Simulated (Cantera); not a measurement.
Source: NASA polynomial tables (part measured, part estimated), evaluated in Cantera. Values are per mole of reaction as written; species without (g) are pure solids or liquids, kept so even where they would boil at 1 bar. TiC: taken at fixed stoichiometry.

4 TiCl₃(g) + CCl₄(g) ⇌ C + 4 TiCl₄

| T (K) | ΔH° (kJ) | ΔS° (J/K) | ΔG° (kJ) | log10 K |
|---|---|---|---|---|
| 448 | ___ | ___ | ___ | ___ |
| 473 | -929.5 | -471.6 | -706.5 | 78.02 |
| 498 | ___ | ___ | ___ | ___ |
| 523 | -920.5 | -453.5 | -683.3 | 68.25 |
| 548 | ___ | ___ | ___ | ___ |

Problem. Complete the blanks.

Solution. 
- 448, ΔH° (kJ): -934.1
- 448, ΔS° (J/K): -481.5
- 448, ΔG° (kJ): -718.4
- 448, log10 K: 83.76
- 498, ΔH° (kJ): -925.0
- 498, ΔS° (J/K): -462.3
- 498, ΔG° (kJ): -694.8
- 498, log10 K: 72.87
- 548, ΔH° (kJ): -916.1
- 548, ΔS° (J/K): -445.2
- 548, ΔG° (kJ): -672.1
- 548, log10 K: 64.06
